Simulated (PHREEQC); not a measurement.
Solution (25 °C): 1.7 mmol/kgw SrCl2. Closed to the air; pH follows from the charge balance.

All values are PHREEQC results (ion-association model, phreeqc.dat), not measurements.

```
Property                       Result
--------------------  ---------------
ionic strength        0.00510 mol/kgw
specific conductance        428 µS/cm
```

| species | molality | activity | log γ |
|---|---|---|---|
| Cl- | 0.00340 | 0.00315 | -0.033 |
| Sr+2 | 0.00170 | 0.00126 | -0.129 |
| H+ | 1.09e-7 | 1.01e-7 | -0.030 |
| OH- | 1.08e-7 | 9.99e-8 | -0.034 |

This is a speciation only: nothing precipitates in the calculation.
